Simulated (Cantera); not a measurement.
## CH3F + F2 + H2 (fluorocarbon and chlorocarbon gases)

A closed system holds: 1 mol CH3F, 0.013 mol F2, 1.5 mol H2, equilibrated at 9.20 mbar.

Cantera equilibrium calculation (NASA polynomials, part measured and part estimated; ideal gas, pure solids and liquids). Candidate condensed phases: C, C6H6, C7H8, C8H18; 95 gas species. Rates play no part.

From 1500 °C to 2700 °C the condensed part is C(graphite). From 2900 °C to 3300 °C nothing is condensed. The main C-bearing gas is C2H2 (acetylene) at 1500 °C and C at 3300 °C.

| T (°C) | log p H | log p H2 | log p HF | log p F | log p C | log p C3 | log p C2 | n C(graphite) |
|---|---|---|---|---|---|---|---|---|
| 1500 | -4.64 | -2.19 | -2.57 | -8.86 | -12.91 | -13.30 | <-14 | 0.999 |
| 1700 | -3.97 | -2.19 | -2.57 | -7.78 | -10.77 | -10.85 | -11.92 | 0.997 |
| 1900 | -3.42 | -2.21 | -2.58 | -6.90 | -9.03 | -8.86 | -9.92 | 0.989 |
| 2100 | -2.98 | -2.25 | -2.60 | -6.16 | -7.58 | -7.21 | -8.26 | 0.972 |
| 2300 | -2.64 | -2.35 | -2.63 | -5.52 | -6.36 | -5.82 | -6.85 | 0.937 |
| 2500 | -2.39 | -2.53 | -2.68 | -4.95 | -5.31 | -4.65 | -5.66 | 0.856 |
| 2700 | -2.26 | -2.84 | -2.76 | -4.41 | -4.41 | -3.63 | -4.63 | 0.368 |
| 2900 | -2.19 | -3.22 | -2.85 | -3.90 | -3.85 | -3.45 | -4.19 | 0 |
| 3100 | -2.17 | -3.62 | -2.97 | -3.47 | -3.46 | -3.59 | -4.01 | 0 |
| 3300 | -2.16 | -4.01 | -3.20 | -3.18 | -3.18 | -3.91 | -3.98 | 0 |
log p: log10 of the partial pressure in bar; n: condensed amount in mol.
